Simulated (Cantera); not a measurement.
**Stirred combustor or abatement burner**

A perfectly stirred reactor is fed with 8.84 % CH4, 0.466 % H2, 19.0 % O2, 71.7 % N2, equivalence ratio 0.94, at 17.0 bar; it is adiabatic with a 500 K inlet, and is followed from long to short residence time, starting on the burning branch (τ in s: 0.025, 0.013, 0.0065, 0.0033, 0.0017, 0.00088, 0.00045, 0.00023, 0.00012, 6.1e-05, 3.1e-05, 1.6e-05).

Detailed kinetics in Cantera: GRI-Mech 3.0 (53 species, 325 reactions). The pressure lies above the range GRI-Mech 3.0 was tuned for (to about 10 atm).

| τ (s) | T (K) | x CH4 | x H2 | x O2 | x N2O | x CO |
|---|---|---|---|---|---|---|
| 0.025 | 2341 | 1.41e-6 | 0.00112 | 0.0114 | 8.39e-7 | 0.00307 |
| 0.013 | 2341 | 2.65e-6 | 0.00114 | 0.0117 | 8.54e-7 | 0.00316 |
| 0.0065 | 2340 | 5.12e-6 | 0.00120 | 0.0121 | 8.73e-7 | 0.00335 |
| 0.0033 | 2338 | 9.64e-6 | 0.00131 | 0.0125 | 8.98e-7 | 0.00369 |
| 0.0017 | 2332 | 1.75e-5 | 0.00149 | 0.0130 | 9.34e-7 | 0.00428 |
| 0.00088 | 2323 | 3.09e-5 | 0.00178 | 0.0136 | 9.85e-7 | 0.00521 |
| 0.00045 | 2308 | 5.38e-5 | 0.00222 | 0.0146 | 1.04e-6 | 0.00664 |
| 0.00023 | 2287 | 9.21e-5 | 0.00283 | 0.0160 | 1.09e-6 | 0.00865 |
| 0.00012 | 2259 | 0.000155 | 0.00361 | 0.0178 | 1.10e-6 | 0.0113 |
| 6.1e-5 | 2220 | 0.000275 | 0.00462 | 0.0204 | 1.08e-6 | 0.0149 |
| 3.1e-5 | 2167 | 0.000528 | 0.00587 | 0.0243 | 9.91e-7 | 0.0200 |
| 1.6e-5 | 2062 | 0.00151 | 0.00783 | 0.0333 | 7.76e-7 | 0.0299 |
x: mole fraction; the columns are a selection and need not sum to one.
